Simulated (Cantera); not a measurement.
An adiabatic, constant-volume homogeneous reactor starts with CO : H2 : O2 : N2 = 1 : 0.49 : 1.41 : 5.29 (molar parts), at 1000 K and 1.01 bar. Integrator tolerance rtol = 1e-08.

Model: GRI-Mech 3.0 (53 species, 325 reactions), integrated in Cantera.

**Question.** What does this change do: initial temperature 1000 to 1800 K?

**Answer.** 
| quantity | before | after |
|---|---|---|
| time of steepest temperature rise | 0.404 ms | 10.7 µs |
| temperature at 6.00 s | 2508 K | 2789 K |
| equilibrium temperature | 2508 K | 2789 K |
| x(CO) at 6.00 s | 0.0107 (gas-phase equilibrium 0.0107) | 0.0377 (gas-phase equilibrium 0.0377) |
| x(H2) at 6.00 s | 0.000847 (gas-phase equilibrium 0.000847) | 0.00297 (gas-phase equilibrium 0.00297) |
| x(O2) at 6.00 s | 0.0841 (gas-phase equilibrium 0.0841) | 0.0862 (gas-phase equilibrium 0.0862) |
| x(H2O2) at 6.00 s | 1.92e-7 (gas-phase equilibrium 1.92e-7) | 2.22e-7 (gas-phase equilibrium 2.22e-7) |
| x(O) at 6.00 s | 0.00287 (gas-phase equilibrium 0.00287) | 0.0127 (gas-phase equilibrium 0.0127) |
| x(NO2) at 6.00 s | 1.18e-5 (gas-phase equilibrium 1.18e-5) | 1.14e-5 (gas-phase equilibrium 1.14e-5) |
| x(NO) at 6.00 s | 0.0139 (gas-phase equilibrium 0.0139) | 0.0216 (gas-phase equilibrium 0.0216) |

**Question.** What does this change do: H2 0.49 to 0.28 parts?

**Answer.** 
```
quantity                                                              before                                      after
---------------------------------  -----------------------------------------  -----------------------------------------
time of steepest temperature rise                                   0.404 ms                                   0.522 ms
temperature at 6.00 s                                                 2508 K                                     2404 K
equilibrium temperature                                               2508 K                                     2404 K
x(CO) at 6.00 s                        0.0107 (gas-phase equilibrium 0.0107)    0.00599 (gas-phase equilibrium 0.00599)
x(H2) at 6.00 s                    0.000847 (gas-phase equilibrium 0.000847)  0.000277 (gas-phase equilibrium 0.000277)
x(O2) at 6.00 s                        0.0841 (gas-phase equilibrium 0.0841)      0.0992 (gas-phase equilibrium 0.0992)
x(H2O2) at 6.00 s                    1.92e-7 (gas-phase equilibrium 1.92e-7)    9.54e-8 (gas-phase equilibrium 9.54e-8)
x(O) at 6.00 s                       0.00287 (gas-phase equilibrium 0.00287)    0.00187 (gas-phase equilibrium 0.00187)
x(NO2) at 6.00 s                     1.18e-5 (gas-phase equilibrium 1.18e-5)    1.28e-5 (gas-phase equilibrium 1.28e-5)
x(NO) at 6.00 s                        0.0139 (gas-phase equilibrium 0.0139)      0.0126 (gas-phase equilibrium 0.0126)
```
